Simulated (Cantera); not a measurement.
Charge: 1 mol c-C4F8, 1.5 mol H2, held at 1998.15 K and 5.60 Pa.

Equilibrium computed with Cantera from the NASA thermochemical tables; the gas is ideal and each condensed phase is pure. Candidate condensed phases: C, C6H6, C7H8, C8H18; 95 gas species. The feed counts by its element totals alone. Gases not in the tables: C2F6 and larger saturated fluorocarbons. Kinetics and transport are ignored.

**Question.** What is the equilibrium state?

**Answer.** x(F): 0.463
x(HF): 0.422
x(CF2): 0.107
x(CF4): 0.00533
x(CF): 0.00213
x(CF3): 0.000653
x(H): 1.71e-5
n(C(graphite)): 3.18 mol
gas amount: 7.115 mol
